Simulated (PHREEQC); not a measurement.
0.055 g of hydrous ferric oxide (600 m²/g; 0.2 weak and 0.005 strong sites per Fe, Dzombak-Morel constants, diffuse double layer) in 1 kg of water with 0.005 mol/kgw of an inert sodium salt, at 25 °C; the pH is set by adding NaOH or the inert anion's acid. Oxygen is held at 0.21 atm. CO2 from the air is kept out. Precipitation was switched off in this run.

Model: ion-association model, wateq4f.dat, run in PHREEQC.

| pH | surface charge σ (C/m²) | surface potential ψ (mV) |
|---|---|---|
| 4 | 0.182 | 194 |
| 4.5 | ? | ? |
| 5 | 0.090 | ? |
| 5.5 | 0.059 | 137 |
| 6 | 0.038 | 114 |
| 6.5 | 0.023 | 89 |
| 7.5 | ? | 34 |
| 8 | ? | 6 |
| 8.5 | -0.004 | -22 |
| 9 | -0.009 | -50 |
| 9.5 | ? | -77 |
| 10 | -0.030 | -103 |

Task: Fill in the missing entries.

Result: 
- 4.5, surface charge σ (C/m²): 0.131
- 4.5, surface potential ψ (mV): 177
- 5, surface potential ψ (mV): 158
- 7.5, surface charge σ (C/m²): 0.006
- 8, surface charge σ (C/m²): 0.001
- 9.5, surface charge σ (C/m²): -0.018
